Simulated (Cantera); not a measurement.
A perfectly stirred reactor is fed with 45.9 % CH4, 14.2 % H2O, 39.9 % H2, at 0.132 atm; it is held at 1525 K, and followed from long to short residence time.

Computed with Cantera and GRI-Mech 3.0 (53 species, 325 reactions). GRI-Mech 3.0 stops at C3 and has no aromatics, soot or wall deposition, so with more carbon than oxygen in the feed, carbon stays in small species such as C2H2 where larger ones or solid carbon would form.

Predict: x(CH4) at τ = 0.820 s; x(H2O) at τ = 0.820 s; x(H2) at τ = 0.820 s; x(OH) at τ = 0.820 s; x(CH2CO) at τ = 0.820 s; x(CH4) at τ = 41.0 ms; x(H2O) at τ = 41.0 ms; x(H2) at τ = 41.0 ms; x(OH) at τ = 41.0 ms; x(CH2CO) at τ = 41.0 ms.


| Property | Value |
|---|---|
| x(CH4) at τ = 0.820 s | 0.289 |
| x(H2O) at τ = 0.820 s | 0.125 |
| x(H2) at τ = 0.820 s | 0.527 |
| x(OH) at τ = 0.820 s | 1.98e-7 |
| x(CH2CO) at τ = 0.820 s | 6.35e-6 |
| x(CH4) at τ = 41.0 ms | 0.443 |
| x(H2O) at τ = 41.0 ms | 0.141 |
| x(H2) at τ = 41.0 ms | 0.410 |
| x(OH) at τ = 41.0 ms | 2.04e-7 |
| x(CH2CO) at τ = 41.0 ms | 3.95e-7 |
